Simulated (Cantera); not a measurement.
A closed system holds: 1 mol BCl3, 9.4 mol O2, held at 10.0 Torr.

Cantera equilibrium calculation (NASA polynomials, part measured and part estimated; ideal gas, pure solids and liquids). Candidate condensed phases: B, B2O3; 18 gas species. The numbers say what is thermodynamically allowed, not how fast it happens.

Question: Which condensed phases are stable at each of these points (T (K)): 1398, 1498, 1598, 1698, 1798, 1898, 1998, 2098, 2198, 2298, 2398?

Answer: 
```
T (K)  condensed phases  B condensed (%)
-----  ----------------  ---------------
1398            B2O3(l)             99.4
1498            B2O3(l)             95.6
1598            B2O3(l)             71.9
1698           gas only              0.0
1798           gas only              0.0
1898           gas only              0.0
1998           gas only              0.0
2098           gas only              0.0
2198           gas only              0.0
2298           gas only              0.0
2398           gas only              0.0
```

From 1398 K to 1598 K the condensed part is B2O3(l). From 1698 K to 2398 K nothing is condensed.
